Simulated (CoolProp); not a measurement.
Saturation properties of octamethylcyclotetrasiloxane (D4).

Values from CoolProp's reference Helmholtz-energy equation of state, Thol 2015.

```csv
T (K),p (MPa),enthalpy of vaporisation (kJ/kg),vapour Z
391,0.01745,152.4,0.9792
400.2,0.02413,149.1,0.9734
409.4,0.03276,145.8,0.9666
418.6,0.04368,142.4,0.9586
427.8,0.05733,139.0,0.9493
437,0.07414,135.5,0.9388
446.2,0.09458,131.9,0.9268
455.3,0.1189,128.3,0.9135
464.5,0.1481,124.5,0.8985
473.7,0.1826,120.6,0.8817
482.9,0.2230,116.5,0.8631
492.1,0.2699,112.2,0.8425
501.3,0.3240,107.6,0.8197
510.5,0.3860,102.8,0.7945
519.7,0.4568,97.67,0.7665
```

It boils at 448.9 K under 1 atm.
